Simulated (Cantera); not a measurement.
An adiabatic, constant-volume homogeneous reactor starts with 4.08 % C2H4, 14.4 % O2, 77.5 % N2, 4.08 % H2O, at 1623 K and 3750 Torr.

Cantera simulation using GRI-Mech 3.0 (53 species, 325 reactions); the numbers are that mechanism's predictions, not measurements. GRI-Mech 3.0 was tuned for natural gas; its chemistry of ethylene as a main component is partial and can be far from experiment.

One state of this run: T (K) = 2883; P (bar) = 9.09; x C2H4 = <1e-12; x O2 = 0.0250; x H2O = 0.104; x CO2 = 0.0550; x CO = 0.0247; x HO2 = 1.22e-5. x: mole fraction; the columns are a selection and need not sum to one.

Task: Which value of t (s) does it belong to?
A) 0.0800
B) 1.68e-5
C) 5.62e-5
D) 5.00e-6

Result: A, 0.0800
